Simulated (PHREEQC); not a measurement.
A solution holds 3.3e-05 mol Ca(HCO3)2, 0.00092 mol CO2 and 0.00035 mol MgSO4 per kg of water, at 45 °C. Closed to the air; pH follows from the charge balance.

The numbers come from PHREEQC with the ion-association model, phreeqc.dat.

Each row changes one thing in this solution. No solid was allowed to form.

| case | pH | ionic strength (mol/kgw) | CO2 (mol/kgw) | HCO3- (mol/kgw) |
|---|---|---|---|---|
| as made | 5.17 | 0.00139 | 0.000913 | 7.30e-5 |
| MgSO4 from 0.00035 to 0.000385 mol/kgw | 5.17 | 0.00151 | 0.000913 | 7.30e-5 |
| MgSO4 left out | 5.18 | 0.000106 | 0.000913 | 7.26e-5 |
| CO2 left out | 7.67 | 0.00138 | 2.51e-6 | 6.29e-5 |
| Ca(HCO3)2 left out | 4.68 | 0.00131 | 0.000897 | 2.28e-5 |
| MgSO4 replaced by NH4HSO4 at the same molality | 3.58 | 0.00105 | 0.000984 | 1.99e-6 |
| CO2 from 0.00092 to 0.000184 mol/kgw | 5.84 | 0.00138 | 0.000182 | 6.73e-5 |
| CO2 replaced by KHCO3 at the same molality | 8.05 | 0.00230 | 1.59e-5 | 0.000956 |

Species that the database lacks are ignored. Away from 25 °C the constants follow the database's enthalpies or fits; those with neither stay at their 25 °C values.
